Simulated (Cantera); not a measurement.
An isothermal, constant-pressure homogeneous reactor starts with H2 : O2 : N2 = 0.051 : 1 : 2.1 (molar parts), at 1448 K and 10.00 Torr.

Cantera simulation using GRI-Mech 3.0 (53 species, 325 reactions); the numbers are that mechanism's predictions, not measurements. Radical loss at walls, strong at low pressure, is not modelled.

x: mole fraction; the columns are a selection and need not sum to one.

| t (s) | x H2 | x O2 | x NO | x H2O | x N2O | x H2O2 |
|---|---|---|---|---|---|---|
| 0.000800 | 0.0162 | 0.317 | <1e-12 | 1.33e-6 | <1e-12 | 4.08e-10 |
| 0.00186 | 0.0160 | 0.317 | 1.70e-12 | 0.000157 | 5.48e-12 | 1.42e-9 |
| 0.00433 | 0.000498 | 0.304 | (withheld) | 0.0135 | 2.01e-9 | 1.51e-8 |
| 0.0101 | 0.000263 | 0.303 | (withheld) | 0.0140 | 7.82e-9 | 1.18e-8 |
| 0.0234 | 0.000254 | 0.304 | (withheld) | 0.0141 | 1.12e-8 | 1.17e-8 |
| 0.0544 | 0.000236 | 0.304 | (withheld) | 0.0143 | 1.20e-8 | 1.15e-8 |
| 0.126 | 0.000199 | 0.305 | (withheld) | 0.0146 | 1.27e-8 | 1.09e-8 |
| 0.294 | 0.000138 | 0.307 | (withheld) | 0.0150 | 1.42e-8 | 9.54e-9 |
| 0.684 | 6.96e-5 | 0.310 | (withheld) | 0.0156 | 1.70e-8 | 7.08e-9 |
| 1.59 | 2.40e-5 | 0.311 | (withheld) | 0.0159 | 2.08e-8 | 4.05e-9 |
| 3.70 | 6.40e-6 | 0.312 | 1.43e-6 | 0.0161 | 2.30e-8 | 1.78e-9 |
| 8.60 | 1.64e-6 | 0.312 | 1.50e-6 | 0.0162 | 2.00e-8 | 6.67e-10 |
| 20.0 | 4.96e-7 | 0.312 | 1.54e-6 | 0.0163 | 1.21e-8 | 2.68e-10 |

Question: Some entries are withheld; supply them.

Answer: 
- 0.00433, x NO: 6.51e-9
- 0.0101, x NO: 3.52e-8
- 0.0234, x NO: 1.00e-7
- 0.0544, x NO: 2.35e-7
- 0.126, x NO: 4.73e-7
- 0.294, x NO: 7.95e-7
- 0.684, x NO: 1.09e-6
- 1.59, x NO: 1.30e-6
